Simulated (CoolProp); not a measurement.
Aqueous potassium formate as a coolant, 30 % by mass, freezing at -21.2 °C, 1 atm.

The numbers come from the Melinder's fits for secondary coolants in CoolProp.

| T (°C) | Prandtl number | cp (kJ/(kg K)) | viscosity (mPa s) | density (kg/m³) |
|---|---|---|---|---|
| -16.3 | 28.3 | 3.079 | … | … |
| -7.3 | 20.3 | 3.096 | 3.33 | 1199 |
| 1.7 | 15.3 | 3.111 | 2.55 | 1196 |
| 10.6 | 12.0 | 3.127 | … | 1193 |
| 19.6 | 9.70 | 3.142 | 1.67 | 1190 |
| 28.6 | 8.04 | 3.158 | … | 1186 |
| 37.6 | 6.78 | 3.174 | 1.20 | 1183 |

What belongs in the gaps?


- -16.3, viscosity (mPa s): 4.56
- -16.3, density (kg/m³): 1202
- 10.6, viscosity (mPa s): 2.03
- 28.6, viscosity (mPa s): 1.40
